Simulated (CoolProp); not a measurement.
The numbers come from the reference Helmholtz-energy equation of state, Zhou 2016 in CoolProp.

Question: Give the vapour pressure (bar), liquid density (kg/m³), vapour density (kg/m³), liquid cp (kJ/(kg K)) of saturated R245ca at 423.1 K.

Answer: 
| T (K) | p (bar) | liquid density (kg/m³) | vapour density (kg/m³) | liquid cp (kJ/(kg K)) |
|---|---|---|---|---|
| 423.1 | 25.6 | 944 | 164 | 2.05 |
